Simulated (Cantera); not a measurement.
An isothermal, constant-pressure homogeneous reactor starts with NH₃ : H₂ = 1 : 10 (molar parts), at 1650 K and 2670 Pa.

Detailed kinetics in Cantera: the gas-phase N/H chemistry of the illustrative SiF4/NH3 mechanism in the Surface Chemkin manual (1991). Walls and surfaces, which speed up NH3 decomposition in real reactors, are not modelled.

Problem. Predict: x(NH₃) at 80.0 s; x(H₂) at 80.0 s; x(NH) at 80.0 s; x(NH₂) at 80.0 s; x(N₂) at 80.0 s.

Solution. 
```json
{
  "x(NH₃) at 80.0 s": "0.0425 (gas-phase equilibrium 2.07e-7)",
  "x(H₂) at 80.0 s": "0.935 (gas-phase equilibrium 0.958)",
  "x(NH) at 80.0 s": "4.00e-7 (gas-phase equilibrium 1.10e-11)",
  "x(NH₂) at 80.0 s": "2.52e-5 (gas-phase equilibrium 2.92e-10)",
  "x(N₂) at 80.0 s": "0.0222 (gas-phase equilibrium 0.0417)"
}
```
